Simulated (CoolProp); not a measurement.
A closed Brayton cycle with carbon dioxide: compressor inlet 322.15 K and 7.5 MPa, high pressure 26.2 MPa, turbine inlet 890 K, compressor efficiency 0.89, turbine efficiency 0.93, recuperator effectiveness 0.9 (on enthalpy, no pinch check). Each further row changes one setting.

Model: reference Helmholtz-energy equation of state, Span 1996, in CoolProp.

| case | thermal efficiency (%) | net work (kJ/kg) | compressor to turbine work | compressor exit (K) | turbine exit (K) |
|---|---|---|---|---|---|
| as stated | 38.4 | 114 | 0.37 | 429.3 | 730.6 |
| turbine inlet 840 K | 36.6 | [?] | 0.39 | 429.3 | 686.2 |
| compressor inlet 332.15 K | 37.3 | 107 | [?] | 445.6 | 730.6 |
| high pressure 22.3 MPa | 37.8 | 103 | 0.35 | [?] | [?] |
| recuperator effectiveness 0.5 | 26.2 | 114 | 0.37 | 429.3 | 730.6 |

**Question.** Complete the blanks.

**Answer.** 
- turbine inlet 840 K, net work (kJ/kg): 102
- compressor inlet 332.15 K, compressor to turbine work: 0.41
- high pressure 22.3 MPa, compressor exit (K): 415.1
- high pressure 22.3 MPa, turbine exit (K): 750.3
